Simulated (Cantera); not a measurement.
A perfectly stirred reactor is fed with CH₄ : N₂ = 1 : 17 (molar parts), at 0.400 bar; it is held at 1650 K, and followed from long to short residence time.

Computed with Cantera and GRI-Mech 3.0 (53 species, 325 reactions). GRI-Mech 3.0 stops at C3 and has no aromatics, soot or wall deposition, so with more carbon than oxygen in the feed, carbon stays in small species such as C2H2 where larger ones or solid carbon would form.

Task: Predict: x(CH₄) at τ = 2.40 s; x(H) at τ = 2.40 s; x(HCN) at τ = 2.40 s; x(CH₂) at τ = 2.40 s; x(C₂H₄) at τ = 2.40 s; x(CH₄) at τ = 20.0 ms; x(H) at τ = 20.0 ms; x(HCN) at τ = 20.0 ms; x(CH₂) at τ = 20.0 ms; x(C₂H₄) at τ = 20.0 ms.

Result: 
- x(CH₄) at τ = 2.40 s: 0.00672
- x(H) at τ = 2.40 s: 3.33e-5
- x(HCN) at τ = 2.40 s: 2.38e-6
- x(CH₂) at τ = 2.40 s: 3.00e-8
- x(C₂H₄) at τ = 2.40 s: 7.05e-5
- x(CH₄) at τ = 20.0 ms: 0.0424
- x(H) at τ = 20.0 ms: 8.99e-6
- x(HCN) at τ = 20.0 ms: 3.69e-8
- x(CH₂) at τ = 20.0 ms: 1.53e-7
- x(C₂H₄) at τ = 20.0 ms: 0.00118
